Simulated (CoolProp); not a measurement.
500 sccm (0 °C, 1 atm) of nitrogen bubbles through liquid n-decane at 349.2 K and leaves saturated at a total pressure of 0.0293 MPa (ideal gas phase). Each further row changes one setting.

Values from CoolProp's reference Helmholtz-energy equation of state, Lemmon 2006. It is a short technical equation, of lower accuracy than the large ones.

| case | vapour pressure (kPa) | mole fraction of vapour | delivery (mg/min) | delivery (sccm) | change of delivery for a bath 1 K warmer (%) |
|---|---|---|---|---|---|
| as stated | 3.39 | 0.116 | 416 | 65.5 | 5.5 |
| bath temperature 354.2 K | (withheld) | 0.146 | (withheld) | (withheld) | 5.5 |
| total pressure 0.0586 MPa | 3.39 | 0.0579 | (withheld) | (withheld) | 5.1 |

Question: Fill in the missing entries.

Answer: 
- bath temperature 354.2 K, vapour pressure (kPa): 4.28
- bath temperature 354.2 K, delivery (mg/min): 542
- bath temperature 354.2 K, delivery (sccm): 85.4
- total pressure 0.0586 MPa, delivery (mg/min): 195
- total pressure 0.0586 MPa, delivery (sccm): 30.7
